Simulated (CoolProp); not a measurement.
Nitrogen along the isotherm 138.7 K: density (kg/m³) from the reference equation and from simpler models built on Tc = 126.2 K, pc = 33.96 bar, ω = 0.037; each cubic takes its own stable root.

The numbers come from the reference Helmholtz-energy equation of state, Span 2000 in CoolProp.

```json
[
 {"p (bar)": "24.3", "phase": "gas", "reference": "74.09", "ideal gas": "59.03", "van der Waals": "73.68", "Soave-Redlich-Kwong": "74.34", "Peng-Robinson": "76.49"},
 {"p (bar)": "48.5", "phase": "supercritical", "reference": "234.9", "ideal gas": "117.8", "van der Waals": "254.3", "Soave-Redlich-Kwong": "228.0", "Peng-Robinson": "242.5"},
 {"p (bar)": "72.8", "phase": "supercritical", "reference": "438.9", "ideal gas": "176.8", "van der Waals": "371.1", "Soave-Redlich-Kwong": "400.6", "Peng-Robinson": "436.2"},
 {"p (bar)": "97", "phase": "supercritical", "reference": "504.2", "ideal gas": "235.6", "van der Waals": "412.3", "Soave-Redlich-Kwong": "472.5", "Peng-Robinson": "[?]"},
 {"p (bar)": "121", "phase": "supercritical", "reference": "541.3", "ideal gas": "293.9", "van der Waals": "438.2", "Soave-Redlich-Kwong": "517.1", "Peng-Robinson": "570.0"},
 {"p (bar)": "146", "phase": "supercritical", "reference": "568.7", "ideal gas": "[?]", "van der Waals": "458.0", "Soave-Redlich-Kwong": "551.1", "Peng-Robinson": "608.8"},
 {"p (bar)": "170", "phase": "supercritical", "reference": "589.3", "ideal gas": "413.0", "van der Waals": "473.1", "Soave-Redlich-Kwong": "577.0", "Peng-Robinson": "638.2"},
 {"p (bar)": "194", "phase": "supercritical", "reference": "606.4", "ideal gas": "471.3", "van der Waals": "485.7", "Soave-Redlich-Kwong": "598.6", "Peng-Robinson": "662.6"},
 {"p (bar)": "218", "phase": "supercritical", "reference": "621.2", "ideal gas": "529.6", "van der Waals": "496.4", "Soave-Redlich-Kwong": "617.2", "Peng-Robinson": "683.5"},
 {"p (bar)": "243", "phase": "supercritical", "reference": "634.6", "ideal gas": "590.3", "van der Waals": "506.1", "Soave-Redlich-Kwong": "634.1", "Peng-Robinson": "702.5"},
 {"p (bar)": "267", "phase": "supercritical", "reference": "646.2", "ideal gas": "648.6", "van der Waals": "514.4", "Soave-Redlich-Kwong": "648.5", "Peng-Robinson": "718.6"},
 {"p (bar)": "291", "phase": "supercritical", "reference": "[?]", "ideal gas": "706.9", "van der Waals": "521.8", "Soave-Redlich-Kwong": "661.4", "Peng-Robinson": "733.1"},
 {"p (bar)": "315", "phase": "supercritical", "reference": "666.3", "ideal gas": "765.2", "van der Waals": "528.5", "Soave-Redlich-Kwong": "673.2", "Peng-Robinson": "746.2"},
 {"p (bar)": "340", "phase": "supercritical", "reference": "675.6", "ideal gas": "825.9", "van der Waals": "534.9", "Soave-Redlich-Kwong": "684.4", "Peng-Robinson": "758.7"}
]
```

### Question
What belongs in the gaps?

### Answer

- 97, Peng-Robinson: 519.0
- 146, ideal gas: 354.7
- 291, reference: 656.7
